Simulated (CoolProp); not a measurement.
Model: reference Helmholtz-energy equation of state, Lemmon 2005, in CoolProp. It is a short technical equation, of lower accuracy than the large ones.

Question: Give the vapour pressure (kPa), liquid density (kg/m³), enthalpy of vaporisation (kJ/kg), liquid cp (kJ/(kg K)) of saturated trans-2-butene at -39.15, -30.35 °C.

Answer: 
| T (°C) | p (kPa) | liquid density (kg/m³) | enthalpy of vaporisation (kJ/kg) | liquid cp (kJ/(kg K)) |
|---|---|---|---|---|
| -39.15 | 16.2 | 670 | 440 | 2.09 |
| -30.35 | 25.7 | 660 | 433 | 2.11 |
